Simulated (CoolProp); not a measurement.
Computed with CoolProp (reference Helmholtz-energy equation of state, Zhou 2012).

**Question.** For ethylbenzene, give the phase and the Joule-Thomson coefficient (K/MPa), isothermal compressibility (1/MPa), conductivity (mW/(m K)) at 372.3 K and 4.03 MPa; 388.5 K and 4.03 MPa.

**Answer.** 
- 372.3 K and 4.03 MPa: liquid; Joule-Thomson coefficient -0.363, isothermal compressibility 0.00144, conductivity 111
- 388.5 K and 4.03 MPa: liquid; Joule-Thomson coefficient -0.338, isothermal compressibility 0.00163, conductivity 108

Thermal conductivity comes from a separate model (Mylona 2014).
